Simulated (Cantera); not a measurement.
Cantera run:

```python
import numpy as np
import cantera as ct

gas_names = """
    Cr CrN H H2 N NH NH2 NH3 N2 N2H2 N2H4
""".split()
cond_names = """
    Cr(cr) Cr(L) CrN(s) Cr2N(s)
""".split()


def load(file, names, dense=False):
    # The tables refer to 1 bar. Condensed volumes are neglected.
    table = {s.name: s for s in ct.Species.list_from_file(file)}
    out = []
    for n in names:
        d = dict(table[n].input_data)
        d["thermo"] = dict(d["thermo"], **{"reference-pressure": 1e5})
        if dense:
            d["equation-of-state"] = {"model": "constant-volume", "density": "1e6 g/cm^3"}
        out.append(ct.Species.from_dict(d))
    return out


gas = ct.Solution(thermo="ideal-gas", species=load("nasa_gas.yaml", gas_names))
cond = {s.name: ct.Solution(thermo="fixed-stoichiometry", species=[s], name=s.name)
        for s in load("nasa_condensed.yaml", cond_names, dense=True)}
atoms = {
    'Cr': {'Cr': 1},
    'N2': {'N': 2},
    'H2': {'H': 2},
}
top_T = {'CrN(s)': 1900, 'Cr2N(s)': 1900}  # K; cautious upper limits of use, not melting points


def equilibrate(T, P, feed):
    n = {}
    for name, mol in feed.items():
        for a, k in atoms[name].items():
            n[a] = n.get(a, 0.0) + k * mol
    gas.TPX = T, P, n
    mass = sum(n.values()) * gas.mean_molecular_weight
    gas.equilibrate("TP")
    valid = [c for c in cond.values() if c.min_temp <= T <= top_T.get(c.name, c.max_temp)]
    mix = ct.Mixture([(gas, mass / gas.mean_molecular_weight)] + [(c, 0.0) for c in valid])
    mix.T, mix.P = T, P
    mix.equilibrate("TP", solver="vcs", rtol=1e-11, max_steps=5000)
    return mix


results = []
feed = {'Cr': 1, 'N2': 0.41, 'H2': 100}  # mol
P = 3300  # Pa
for T in [1175, 1275, 1375, 1475, 1575, 1675, 1775, 1875, 1975, 2075, 2175, 2275, 2375]:
    mix = equilibrate(T, P, feed)
    results.append((T, P, feed, dict(zip(mix.species_names, mix.species_moles))))

top = {s: max(r[3][s] / sum(r[3][g] for g in gas_names) for r in results) for s in gas_names}
cols = sorted((s for s in top if top[s] > 1e-05), key=lambda s: -top[s])[:8]
seen = [c for c in cond_names if any(r[3].get(c, 0) > 1e-12 for r in results)]
print("log10 of partial pressures in bar; condensed amounts in mol")
print(f"{'T/K':>10s}" + "".join(f"{s[:9]:>10s}" for s in cols + seen))
for T, P, feed, n in results:
    ng = sum(n[g] for g in gas_names)
    print(f"{T:10.4g}" + "".join(f"{np.log10(max(n[s] / ng * P / 1e5, 1e-99)):10.3f}" for s in cols)
          + "".join(f"{n.get(c, 0):10.4g}" for c in seen))
```

It prints:

```
log10 of partial pressures in bar; condensed amounts in mol
       T/K        H2         H        Cr        N2    Cr(cr)
      1175    -1.483    -7.653    -9.987    -3.871         1
      1275    -1.483    -6.874    -8.629    -3.870         1
      1375    -1.483    -6.207    -7.472    -3.870    0.9999
      1475    -1.483    -5.629    -6.477    -3.871     0.999
      1575    -1.483    -5.123    -5.613    -3.871    0.9926
      1675    -1.484    -4.677    -4.855    -3.871    0.9575
      1775    -1.485    -4.281    -4.187    -3.872    0.8018
      1875    -1.488    -3.928    -3.594    -3.875    0.2184
      1975    -1.491    -3.609    -3.489    -3.876         0
      2075    -1.494    -3.321    -3.491    -3.878         0
      2175    -1.499    -3.061    -3.493    -3.881         0
      2275    -1.508    -2.825    -3.498    -3.885         0
      2375    -1.521    -2.611    -3.504    -3.891         0
```

Equilibrium computed with Cantera from the NASA thermochemical tables; the gas is ideal and each condensed phase is pure.
